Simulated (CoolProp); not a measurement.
Saturation properties of normal hydrogen (Tc = -240.0 °C, pc = 1.296 MPa, ω = -0.219).

The numbers come from the reference Helmholtz-energy equation of state, Leachman 2009 in CoolProp.

```tsv
T (°C)	p (MPa)	liquid density (kg/m³)	vapour density (kg/m³)	liquid cp (kJ/(kg K))
-253.65	0.07765	71.81	1.049	9.306
-252.55	0.1084	70.58	1.416	9.903
-251.45	0.1471	69.27	1.869	10.57
-250.45	0.1900	67.99	2.366	11.26
-249.35	0.2466	66.49	3.023	12.14
-248.35	0.3076	65.01	3.736	13.09
-247.25	0.3862	63.25	4.673	14.36
-246.25	0.4690	61.49	5.693	15.82
-245.15	0.5736	59.34	7.049	17.98
-244.05	0.6936	56.88	8.729	21.16
-243.05	0.8174	54.25	10.66	25.89
-241.95	0.9711	50.64	13.51	36.49
-240.95	1.129	45.95	17.48	68.28
```

It boils at -252.8 °C under 1 atm.
